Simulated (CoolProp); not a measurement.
Methane along the isotherm 139.4 K: density (kg/m³) from the reference equation and from simpler models built on Tc = 190.6 K, pc = 4.599 MPa, ω = 0.011; each cubic takes its own stable root.

Model: reference Helmholtz-energy equation of state, Setzmann 1991, in CoolProp.

| p (MPa) | phase | reference |
|---|---|---|
| 0.00727 | gas | 0.1008 |
| 0.0123 | gas | 0.1706 |
| 0.0207 | gas | 0.2876 |
| 0.035 | gas | 0.4875 |
| 0.059 | gas | 0.8254 |
| 0.0995 | gas | 1.403 |
| 0.168 | gas | 2.400 |
| 0.284 | gas | 4.153 |
| 0.478 | gas | 7.303 |
| 0.807 | liquid | 378.3 |
| 1.36 | liquid | 379.2 |
| 2.3 | liquid | 380.8 |

Q: How far does each simpler model (van der Waals, Redlich-Kwong, Soave-Redlich-Kwong, Peng-Robinson) lie from the reference over these 12 states: mean and median of the absolute difference, and the worst?

A: 
- van der Waals: mean 13.8 %, median 0.7 %, worst -96.6 % at 139.4 K and 0.807 MPa
- Redlich-Kwong: mean 0.4 %, median 0.1 %, worst -1.5 % at 139.4 K and 0.807 MPa
- Soave-Redlich-Kwong: mean 0.7 %, median 0.1 %, worst -2.5 % at 139.4 K and 0.807 MPa
- Peng-Robinson: mean 2.6 %, median 0.0 %, worst +10.7 % at 139.4 K and 2.3 MPa

At some of these states van der Waals gives the other phase, because its saturation line lies elsewhere.
